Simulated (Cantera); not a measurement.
An isothermal, constant-pressure homogeneous reactor starts with H2 : O2 : N2 = 0.0087 : 1 : 2 (molar parts), equivalence ratio 0.0043, at 1325 K and 2670 Pa. Integrator tolerance rtol = 1e-08.

Cantera simulation using GRI-Mech 3.0 (53 species, 325 reactions); the numbers are that mechanism's predictions, not measurements. Radical loss at walls, strong at low pressure, is not modelled.

What does this change do: pressure from 2670 Pa to 400 Pa?


| quantity | before | after |
|---|---|---|
| x(H2) at 9.00 s | 4.18e-8 (gas-phase equilibrium 4.16e-9) | 5.34e-6 (gas-phase equilibrium 1.07e-8) |
| x(O2) at 9.00 s | 0.331 (gas-phase equilibrium 0.331) | 0.330 (gas-phase equilibrium 0.331) |
| x(NO) at 9.00 s | 1.49e-7 (gas-phase equilibrium 0.000539) | 8.02e-8 (gas-phase equilibrium 0.000539) |
| x(H) at 9.00 s | 2.04e-8 (gas-phase equilibrium 6.50e-10) | 3.12e-5 (gas-phase equilibrium 2.70e-9) |
| x(N2O) at 9.00 s | 3.86e-8 (gas-phase equilibrium 5.30e-9) | 6.77e-9 (gas-phase equilibrium 2.05e-9) |
